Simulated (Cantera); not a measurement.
Charge: 1 mol BCl3, 0.31 mol N2, 24 mol H2, 1.9 mol O2, at 977 °C and 0.00770 bar.

Equilibrium computed with Cantera from the NASA thermochemical tables; the gas is ideal and each condensed phase is pure. Gases not in the tables: H3BO3. Equilibrium is a limit: real reactors are often held back by kinetics, nucleation or transport.

```csv
species,before,after
H2,0.780,0.722
HCl,0.116,0.105
H2O,0.0861,0.0727
H,4.87e-6,0.0473
HBO2,0.00550,0.0283
N2,0.0120,0.0115
BO,1.04e-9,0.00222
BO2,<1e-9,0.000300
OH,5.54e-9,0.000639
O,<1e-9,2.93e-5
B2O2,<1e-9,2.22e-5
(HBO2)3,2.16e-5,<1e-9
"B2O3(l), mol",0.428,0
```
Gas species are given as mole fractions.

Task: Name the change that produced these shifts.
(A) pressure from 0.00770 bar to 0.0140 bar
(B) temperature from 977 °C to 1902 °C
(C) pressure from 0.00770 bar to 0.100 bar
(D) temperature from 977 °C to 1225 °C

Result: B, temperature from 977 °C to 1902 °C. The tables' values for BOCl are old estimates; treat these amounts as uncertain
